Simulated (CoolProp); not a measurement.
Aqueous sodium chloride as a coolant, 18 % by mass, freezing at -14.1 °C, 1 atm.

The numbers come from the Melinder's fits for secondary coolants in CoolProp.

```json
[
 {"T (°C)": "-6.8", "Prandtl number": "20.3", "cp (kJ/(kg K))": "3.421", "density (kg/m³)": "1143", "conductivity (W/(m K))": "0.539"},
 {"T (°C)": "-2.9", "Prandtl number": "17.6", "cp (kJ/(kg K))": "___", "density (kg/m³)": "1142", "conductivity (W/(m K))": "0.545"},
 {"T (°C)": "0.9", "Prandtl number": "15.4", "cp (kJ/(kg K))": "3.436", "density (kg/m³)": "1140", "conductivity (W/(m K))": "0.551"},
 {"T (°C)": "4.8", "Prandtl number": "13.5", "cp (kJ/(kg K))": "3.443", "density (kg/m³)": "1138", "conductivity (W/(m K))": "0.557"},
 {"T (°C)": "8.6", "Prandtl number": "11.9", "cp (kJ/(kg K))": "3.450", "density (kg/m³)": "1137", "conductivity (W/(m K))": "0.563"},
 {"T (°C)": "12.5", "Prandtl number": "10.6", "cp (kJ/(kg K))": "3.455", "density (kg/m³)": "1135", "conductivity (W/(m K))": "0.569"},
 {"T (°C)": "16.3", "Prandtl number": "9.53", "cp (kJ/(kg K))": "3.460", "density (kg/m³)": "1134", "conductivity (W/(m K))": "0.575"},
 {"T (°C)": "20.2", "Prandtl number": "8.58", "cp (kJ/(kg K))": "3.465", "density (kg/m³)": "1132", "conductivity (W/(m K))": "___"},
 {"T (°C)": "24", "Prandtl number": "7.80", "cp (kJ/(kg K))": "___", "density (kg/m³)": "1130", "conductivity (W/(m K))": "0.587"},
 {"T (°C)": "27.9", "Prandtl number": "7.12", "cp (kJ/(kg K))": "3.472", "density (kg/m³)": "1128", "conductivity (W/(m K))": "0.593"},
 {"T (°C)": "31.7", "Prandtl number": "6.55", "cp (kJ/(kg K))": "___", "density (kg/m³)": "1126", "conductivity (W/(m K))": "0.599"},
 {"T (°C)": "35.5", "Prandtl number": "6.07", "cp (kJ/(kg K))": "3.477", "density (kg/m³)": "1124", "conductivity (W/(m K))": "___"},
 {"T (°C)": "39.4", "Prandtl number": "5.65", "cp (kJ/(kg K))": "3.478", "density (kg/m³)": "1123", "conductivity (W/(m K))": "0.611"}
]
```

Some entries are withheld; supply them.


- -2.9, cp (kJ/(kg K)): 3.429
- 20.2, conductivity (W/(m K)): 0.581
- 24, cp (kJ/(kg K)): 3.469
- 31.7, cp (kJ/(kg K)): 3.475
- 35.5, conductivity (W/(m K)): 0.605
